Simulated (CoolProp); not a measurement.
C3F8 (R218) at 293.15 K and 0.44 MPa is throttled through a valve to 0.139 MPa with no heat exchange. Each further row changes one setting.

The numbers come from the reference Helmholtz-energy equation of state, Lemmon 2006 in CoolProp. It is a short technical equation, of lower accuracy than the large ones.

| case | temperature change (K) | final density (kg/m³) |
|---|---|---|
| as stated | -4.6 | 11.3 |
| outlet pressure 0.0417 MPa | -6.0 | 3.32 |
| outlet pressure 0.181 MPa | -4.0 | 14.8 |
